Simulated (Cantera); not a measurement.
What does this Cantera script print?

```python
import numpy as np
import cantera as ct

gas_names = """
    C CN CO CO2 C2 CCN CNC C2N2 C2O C3 C3O2 C4 C4N2 C5 Cu CuO Cu2 N NCO NO NO2 NO3 N2 N2O O O2 O3
""".split()
cond_names = """
    C(gr) Cu(cr) Cu(L) CuO(s) Cu2O(s) Cu2O(L)
""".split()


# ... load() reads the species with a 1 bar reference pressure and builds the phases ...
atoms = {
    'CuO': {'Cu': 1, 'O': 1},
    'CO': {'C': 1, 'O': 1},
    'N2': {'N': 2},
}
top_T = {'C(gr)': 4500, 'CuO(s)': 1390}  # K; cautious upper limits of use, not melting points


# ... equilibrate(T, P, feed) seeds the gas with the atoms and calls Mixture.equilibrate('TP', solver="vcs", rtol=1e-11, max_steps=5000) ...
results = []
feed = {'CuO': 1, 'CO': 0.65, 'N2': 1.6}  # mol
P = 1000  # Pa
for T in [1400, 1450, 1500, 1550, 1600, 1650, 1700, 1750, 1800, 1850, 1900, 1950]:
    mix = equilibrate(T, P, feed)
    results.append((T, P, feed, dict(zip(mix.species_names, mix.species_moles))))
    x = sorted(zip(gas.X, gas.species_names), reverse=True)
    print(f"T = {T:g} K  P = {P:g} Pa  gas = {mix.phase_moles(0):.4g} mol")
    print("   x: " + "  ".join(f"{s} {v:.3e}" for v, s in x if v > 1e-05))
    print("   condensed (mol): " + ("  ".join(f"{mix.phase(i).name} {mix.phase_moles(i):.4g}"
          for i in range(1, mix.n_phases) if mix.phase_moles(i) > 1e-12) or "none"))
```

Result:

```
T = 1400 K  P = 1000 Pa  gas = 2.253 mol
   x: N2 7.102e-01  CO2 2.884e-01  O2 1.123e-03  Cu 1.349e-04  CO 8.441e-05  NO 5.031e-05
   condensed (mol): Cu(L) 0.3097  Cu2O(s) 0.345
T = 1450 K  P = 1000 Pa  gas = 2.259 mol
   x: N2 7.083e-01  CO2 2.877e-01  O2 3.481e-03  Cu 3.439e-04  NO 1.160e-04  CO 1.099e-04
   condensed (mol): Cu(L) 0.3307  Cu2O(s) 0.3343
T = 1500 K  P = 1000 Pa  gas = 2.275 mol
   x: N2 7.032e-01  CO2 2.856e-01  O2 9.974e-03  Cu 8.224e-04  NO 2.519e-04  CO 1.400e-04
   condensed (mol): Cu(L) 0.3894  Cu2O(s) 0.3044
T = 1550 K  P = 1000 Pa  gas = 2.304 mol
   x: N2 6.942e-01  CO2 2.819e-01  O2 2.135e-02  Cu 1.856e-03  NO 4.640e-04  CO 1.950e-04  O 1.144e-05
   condensed (mol): Cu(L) 0.4938  Cu2O(L) 0.251
T = 1600 K  P = 1000 Pa  gas = 2.352 mol
   x: N2 6.799e-01  CO2 2.761e-01  O2 3.899e-02  Cu 3.976e-03  NO 7.746e-04  CO 2.787e-04  O 2.864e-05  CuO 1.354e-05
   condensed (mol): Cu(L) 0.6599  Cu2O(L) 0.1653
T = 1650 K  P = 1000 Pa  gas = 2.438 mol
   x: N2 6.556e-01  CO2 2.662e-01  O2 6.840e-02  Cu 8.121e-03  NO 1.241e-03  CO 3.838e-04  O 6.773e-05  CuO 3.408e-05
   condensed (mol): Cu(L) 0.9519  Cu2O(L) 0.01411
T = 1700 K  P = 1000 Pa  gas = 2.465 mol
   x: N2 6.483e-01  CO2 2.630e-01  O2 7.047e-02  Cu 1.588e-02  NO 1.524e-03  CO 6.803e-04  O 1.187e-04  CuO 6.322e-05  Cu2 1.921e-05
   condensed (mol): Cu(L) 0.9606
T = 1750 K  P = 1000 Pa  gas = 2.502 mol
   x: N2 6.387e-01  CO2 2.586e-01  O2 6.949e-02  Cu 2.986e-02  NO 1.807e-03  CO 1.185e-03  O 1.972e-04  CuO 1.107e-04  Cu2 4.581e-05
   condensed (mol): Cu(L) 0.9248
T = 1800 K  P = 1000 Pa  gas = 2.567 mol
   x: N2 6.221e-01  CO2 2.512e-01  O2 6.785e-02  Cu 5.415e-02  NO 2.099e-03  CO 1.984e-03  O 3.170e-04  CuO 1.867e-04  Cu2 1.038e-04
   condensed (mol): Cu(L) 0.86
T = 1850 K  P = 1000 Pa  gas = 2.686 mol
   x: N2 5.945e-01  CO2 2.388e-01  Cu 9.497e-02  O2 6.516e-02  CO 3.185e-03  NO 2.372e-03  O 4.922e-04  CuO 3.029e-04  Cu2 2.245e-04
   condensed (mol): Cu(L) 0.7429
T = 1900 K  P = 1000 Pa  gas = 2.904 mol
   x: N2 5.496e-01  CO2 2.189e-01  Cu 1.616e-01  O2 6.080e-02  CO 4.868e-03  NO 2.576e-03  O 7.356e-04  CuO 4.713e-04  Cu2 4.652e-04
   condensed (mol): Cu(L) 0.5267
T = 1950 K  P = 1000 Pa  gas = 3.333 mol
   x: N2 4.787e-01  Cu 2.672e-01  CO2 1.880e-01  O2 5.381e-02  CO 6.982e-03  NO 2.624e-03  O 1.047e-03  Cu2 9.266e-04  CuO 6.963e-04
   condensed (mol): Cu(L) 0.1008
```

Equilibrium computed with Cantera from the NASA thermochemical tables; the gas is ideal and each condensed phase is pure. Each liquid is taken as pure. Mutual solubility and eutectic melting of coexisting phases are not modelled.
